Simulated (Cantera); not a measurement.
Thermodynamics of silicon etching in halogen gases, feed Si + NF3

A closed system holds: 1 mol Si, 6.5 mol NF3, held at 100 Torr.

Equilibrium computed with Cantera from the NASA thermochemical tables; the gas is ideal and each condensed phase is pure. Candidate condensed phases: Si, Si3N4; 16 gas species. Equilibrium is a limit: real reactors are often held back by kinetics, nucleation or transport.

```csv
T (K),x NF3,x F,x F2,x N2,x SiF4
525,0.755,1.16e-6,0.000928,0.0978,0.146
600,0.743,4.09e-5,0.0113,0.101,0.145
675,0.672,0.000626,0.0711,0.117,0.139
750,0.472,0.00491,0.239,0.162,0.122
825,0.210,0.0221,0.448,0.220,0.0999
900,0.0606,0.0658,0.540,0.248,0.0856
975,0.0147,0.149,0.511,0.247,0.0784
1050,0.00334,0.278,0.415,0.232,0.0720
1125,0.000693,0.434,0.288,0.212,0.0653
1200,0.000127,0.579,0.169,0.192,0.0592
```
x: gas mole fraction; nothing condenses.

From 525 K to 1200 K nothing is condensed. The main Si-bearing gas is SiF4 throughout.
